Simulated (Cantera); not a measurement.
Cantera run, input and output.

```python
import numpy as np
import cantera as ct

gas = ct.Solution("gri30.yaml")


def delay(T, t_max=10):
    gas.TPX = T, 1000000, {'CH4': 1, 'CO': 0.55, 'O2': 2.27, 'N2': 8.55}
    reactor = ct.IdealGasConstPressureReactor(gas, clone=False)
    net = ct.ReactorNet([reactor])
    net.rtol, net.atol = 1e-8, 1e-16
    while net.time < t_max:
        t_old, T_old = net.time, reactor.T
        net.step()
        if reactor.T > T + 400:  # ignition: a rise of 400 K
            return t_old + (T + 400 - T_old) / (reactor.T - T_old) * (net.time - t_old)
    return np.nan


taus = []
for T in [1023, 1098, 1173, 1248, 1323, 1398, 1473, 1548, 1623]:
    taus.append(delay(T))
    print(f"T0 = {T:6g} K   tau = {taus[-1]:.4e} s")
```

It prints:

```
T0 =   1023 K   tau = 1.3187e-01 s
T0 =   1098 K   tau = 3.5426e-02 s
T0 =   1173 K   tau = 1.1082e-02 s
T0 =   1248 K   tau = 3.8979e-03 s
T0 =   1323 K   tau = 1.5038e-03 s
T0 =   1398 K   tau = 6.2594e-04 s
T0 =   1473 K   tau = 2.7827e-04 s
T0 =   1548 K   tau = 1.3149e-04 s
T0 =   1623 K   tau = 6.5977e-05 s
```

Model: GRI-Mech 3.0 (53 species, 325 reactions), integrated in Cantera.
